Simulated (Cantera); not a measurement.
Feed: 1 mol PbO, 0.034 mol O2, 5.1 mol H2, at 13.3 mbar.

These are equilibrium values from Cantera (NASA tables, ideal gas, pure condensed phases), not measurements of a reactor. Candidate condensed phases: H2O, Pb, PbO, PbO2, Pb3O4; 12 gas species. Kinetics and transport are ignored.

Problem. Which condensed phases are stable at each of these points (T (K)): 600, 700, 800, 900, 1000, 1100, 1200?

Solution. 
```tsv
T (K)	condensed phases	Pb condensed (%)
600	Pb(s)	100.0
700	Pb(l)	100.0
800	Pb(l)	100.0
900	Pb(l)	99.9
1000	Pb(l)	99.4
1100	Pb(l)	95.3
1200	Pb(l)	74.1
```

At 600 K the condensed part is Pb(s). From 700 K to 1200 K the condensed part is Pb(l).
